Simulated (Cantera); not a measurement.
## Diamond growth

A diamond (100) surface in a fixed gas of H2 with x(CH4) = 0.0071, x(H) = 0.00022, x(CH3) = 7e-05, at 1398 K; coverages are run to steady state.

Detailed kinetics in Cantera: the Harris–Goodwin 1993 mechanism for the reconstructed diamond (100) surface.

| P (Pa) | growth (µm/h) | θ c6HH | θ c6H* | θ c6*H | θ c6** |
|---|---|---|---|---|---|
| 960 | 0.000742 | 0.577 | 0.0407 | 0.374 | 0.00909 |
| 1400 | 0.00154 | 0.579 | 0.0405 | 0.372 | 0.00901 |
| 2100 | 0.00337 | 0.580 | 0.0403 | 0.370 | 0.00895 |
| 3100 | 0.00711 | 0.581 | 0.0402 | 0.369 | 0.00891 |
| 4600 | 0.0149 | 0.582 | 0.0402 | 0.369 | 0.00888 |
| 6800 | 0.0307 | 0.583 | 0.0401 | 0.368 | 0.00886 |
| 10000 | 0.0613 | 0.583 | 0.0401 | 0.368 | 0.00884 |
| 15000 | 0.123 | 0.583 | 0.0401 | 0.368 | 0.00882 |
θ: site fractions in the mechanism's names (c6HH fully hydrogenated, c6H* and c6*H radical sites, c6** diradical, c6HM methylated).
